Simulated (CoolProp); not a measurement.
Properties of sulfur hexafluoride along the isobar 7.56 bar (Tc = 45.6 °C, pc = 37.55 bar, ω = 0.210).

Computed with CoolProp (reference Helmholtz-energy equation of state, Guder 2009).

```json
[
 {"T (°C)": "-13.15", "phase": "gas", "cv (kJ/(kg K))": "0.5701", "conductivity (mW/(m K))": "?", "Prandtl number": "0.901", "fugacity coefficient": "0.8696"},
 {"T (°C)": "9.35", "phase": "gas", "cv (kJ/(kg K))": "0.5985", "conductivity (mW/(m K))": "12.2", "Prandtl number": "?", "fugacity coefficient": "0.9008"},
 {"T (°C)": "31.85", "phase": "gas", "cv (kJ/(kg K))": "0.6298", "conductivity (mW/(m K))": "13.9", "Prandtl number": "0.808", "fugacity coefficient": "0.9228"},
 {"T (°C)": "54.25", "phase": "gas", "cv (kJ/(kg K))": "0.6601", "conductivity (mW/(m K))": "15.6", "Prandtl number": "0.791", "fugacity coefficient": "0.9390"},
 {"T (°C)": "76.75", "phase": "gas", "cv (kJ/(kg K))": "0.6886", "conductivity (mW/(m K))": "17.4", "Prandtl number": "?", "fugacity coefficient": "0.9512"},
 {"T (°C)": "99.25", "phase": "gas", "cv (kJ/(kg K))": "0.7149", "conductivity (mW/(m K))": "19.1", "Prandtl number": "0.772", "fugacity coefficient": "0.9607"},
 {"T (°C)": "121.75", "phase": "gas", "cv (kJ/(kg K))": "0.7388", "conductivity (mW/(m K))": "20.8", "Prandtl number": "0.765", "fugacity coefficient": "0.9682"},
 {"T (°C)": "144.25", "phase": "gas", "cv (kJ/(kg K))": "0.7605", "conductivity (mW/(m K))": "22.5", "Prandtl number": "?", "fugacity coefficient": "0.9741"},
 {"T (°C)": "166.65", "phase": "gas", "cv (kJ/(kg K))": "?", "conductivity (mW/(m K))": "24.1", "Prandtl number": "0.756", "fugacity coefficient": "0.9788"},
 {"T (°C)": "189.15", "phase": "gas", "cv (kJ/(kg K))": "0.7978", "conductivity (mW/(m K))": "25.8", "Prandtl number": "0.753", "fugacity coefficient": "0.9827"},
 {"T (°C)": "211.65", "phase": "gas", "cv (kJ/(kg K))": "0.8139", "conductivity (mW/(m K))": "27.4", "Prandtl number": "0.750", "fugacity coefficient": "0.9859"},
 {"T (°C)": "234.15", "phase": "gas", "cv (kJ/(kg K))": "0.8285", "conductivity (mW/(m K))": "28.9", "Prandtl number": "0.748", "fugacity coefficient": "0.9886"},
 {"T (°C)": "256.65", "phase": "gas", "cv (kJ/(kg K))": "0.8418", "conductivity (mW/(m K))": "30.5", "Prandtl number": "0.746", "fugacity coefficient": "0.9908"},
 {"T (°C)": "279.15", "phase": "gas", "cv (kJ/(kg K))": "0.8538", "conductivity (mW/(m K))": "32.0", "Prandtl number": "?", "fugacity coefficient": "0.9926"}
]
```

Question: Some entries are withheld; supply them.

Answer: 
- -13.15, conductivity (mW/(m K)): 10.6
- 9.35, Prandtl number: 0.836
- 76.75, Prandtl number: 0.780
- 144.25, Prandtl number: 0.760
- 166.65, cv (kJ/(kg K)): 0.7800
- 279.15, Prandtl number: 0.744

Viscosity comes from a separate model (Quiñones-Cisneros 2012). Thermal conductivity comes from a separate model (Assael 2012).
